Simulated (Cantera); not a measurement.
An isothermal, constant-pressure homogeneous reactor starts with 43.5 % NH3, 56.5 % N2, at 1650 K and 1.01 bar.

Computed with Cantera and the gas-phase N/H chemistry of the illustrative SiF4/NH3 mechanism in the Surface Chemkin manual (1991). Walls and surfaces, which speed up NH3 decomposition in real reactors, are not modelled.

One state of this run: x NH3 = 0.326; x H = 1.10e-5; x NH2 = 7.72e-5; x N = 1.42e-8; x N2 = 0.560; x H2 = 0.114. x: mole fraction; the columns are a selection and need not sum to one.

Which value of t (s) does it belong to?
(A) 0.863
(B) 1.44e-5
(C) 0.0373
(D) 0.00161

A, 0.863
